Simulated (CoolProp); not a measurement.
Saturation properties of oxygen (Tc = -118.6 °C, pc = 5.046 MPa, ω = 0.022).

Values from CoolProp's reference Helmholtz-energy equation of state, Schmidt 1985.

```
T (°C)   p (MPa)  vapour density (kg/m³)  enthalpy of vaporisation (kJ/kg)  liquid conductivity (mW/(m K))
-------  -------  ----------------------  --------------------------------  ------------------------------
-193.05  0.03053                   1.487                             222.2                             165
-187.05  0.06465                     ___                               ___                             157
-180.95   0.1244                   5.395                               ___                             148
-174.85      ___                   9.111                             204.6                             139
-168.85   0.3588                   14.39                             197.4                             130
-162.75   0.5585                   21.85                             189.1                             121
-156.75   0.8245                   31.80                             179.9                             113
-150.65      ___                   45.33                               ___                             ___
-144.55    1.630                   63.41                             156.4                            94.7
-138.55    2.184                   87.37                             141.5                            86.0
-132.45      ___                   121.3                             122.8                            77.2
-126.35    3.712                   172.9                             97.65                            68.5
```

Task: Fill in the missing entries.

Result: 
- -187.05, vapour density (kg/m³): 2.958
- -187.05, enthalpy of vaporisation (kJ/kg): 216.9
- -180.95, enthalpy of vaporisation (kJ/kg): 211.1
- -174.85, p (MPa): 0.2196
- -150.65, p (MPa): 1.178
- -150.65, enthalpy of vaporisation (kJ/kg): 169.0
- -150.65, liquid conductivity (mW/(m K)): 104
- -132.45, p (MPa): 2.874

It boils at -183.0 °C under 1 atm.

Thermal conductivity comes from a separate model (Lemmon 2004).
